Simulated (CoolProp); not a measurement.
Vapour-liquid equilibrium of R134a (1) + R141b (2) at 310 K; x and y are mole fractions of (1).

Values from CoolProp's multi-fluid Helmholtz-energy mixture model, Tillner-Roth 1994 and Lemmon 2006; pair parameters Bell 2016.

```json
[
 {"x": "0.05", "bubble pressure (MPa)": "0.1788", "y at the bubble point": "0.350", "dew pressure at overall composition x (MPa)": "0.1256", "liquid density (mol/L)": "10.41"},
 {"x": "0.15", "bubble pressure (MPa)": "0.2904", "y at the bubble point": "?", "dew pressure at overall composition x (MPa)": "0.1394", "liquid density (mol/L)": "10.52"},
 {"x": "0.25", "bubble pressure (MPa)": "0.3909", "y at the bubble point": "?", "dew pressure at overall composition x (MPa)": "0.1567", "liquid density (mol/L)": "10.63"},
 {"x": "0.35", "bubble pressure (MPa)": "0.4798", "y at the bubble point": "?", "dew pressure at overall composition x (MPa)": "0.1788", "liquid density (mol/L)": "10.74"},
 {"x": "0.45", "bubble pressure (MPa)": "0.5581", "y at the bubble point": "0.849", "dew pressure at overall composition x (MPa)": "?", "liquid density (mol/L)": "10.83"},
 {"x": "0.55", "bubble pressure (MPa)": "0.6284", "y at the bubble point": "0.881", "dew pressure at overall composition x (MPa)": "0.2481", "liquid density (mol/L)": "?"},
 {"x": "0.65", "bubble pressure (MPa)": "0.6937", "y at the bubble point": "?", "dew pressure at overall composition x (MPa)": "0.3070", "liquid density (mol/L)": "11.02"},
 {"x": "0.75", "bubble pressure (MPa)": "0.7576", "y at the bubble point": "0.931", "dew pressure at overall composition x (MPa)": "?", "liquid density (mol/L)": "11.11"},
 {"x": "0.85", "bubble pressure (MPa)": "0.8234", "y at the bubble point": "0.956", "dew pressure at overall composition x (MPa)": "0.5600", "liquid density (mol/L)": "11.21"},
 {"x": "0.95", "bubble pressure (MPa)": "0.8947", "y at the bubble point": "0.984", "dew pressure at overall composition x (MPa)": "?", "liquid density (mol/L)": "11.31"}
]
```

Question: Complete the blanks.

Answer: 
- 0.15, y at the bubble point: 0.626
- 0.25, y at the bubble point: 0.742
- 0.35, y at the bubble point: 0.807
- 0.45, dew pressure at overall composition x (MPa): 0.2079
- 0.55, liquid density (mol/L): 10.93
- 0.65, y at the bubble point: 0.907
- 0.75, dew pressure at overall composition x (MPa): 0.4001
- 0.95, dew pressure at overall composition x (MPa): 0.8082

No azeotrope shows between x = 0.05 and 0.95.

Pair parameters are fitted to limited data, so mixtures are less certain than the pure fluids.
